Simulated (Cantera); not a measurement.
# Reactions in the system N-O-V

Cantera with NASA thermochemical tables; ideal gases at 1 bar, condensed phases pure. Values are per mole of reaction as written; species without (g) are pure solids or liquids, kept so even where they would boil at 1 bar.

2 V + 5 NO(g) ⇌ V₂O₅ + 5 N(g)

```json
[
 {"T (K)": "950", "ΔH° (kJ)": "458.3", "ΔS° (J/K)": "-81.8", "ΔG° (kJ)": "536.0", "log10 K": "-29.47"},
 {"T (K)": "975", "ΔH° (kJ)": "459.9", "ΔS° (J/K)": "-80.1", "ΔG° (kJ)": "538.0", "log10 K": "-28.82"},
 {"T (K)": "1000", "ΔH° (kJ)": "461.6", "ΔS° (J/K)": "-78.4", "ΔG° (kJ)": "540.0", "log10 K": "-28.20"},
 {"T (K)": "1025", "ΔH° (kJ)": "463.2", "ΔS° (J/K)": "-76.8", "ΔG° (kJ)": "541.9", "log10 K": "-27.62"},
 {"T (K)": "1050", "ΔH° (kJ)": "464.8", "ΔS° (J/K)": "-75.3", "ΔG° (kJ)": "543.8", "log10 K": "-27.05"},
 {"T (K)": "1075", "ΔH° (kJ)": "466.3", "ΔS° (J/K)": "-73.8", "ΔG° (kJ)": "545.7", "log10 K": "-26.51"}
]
```
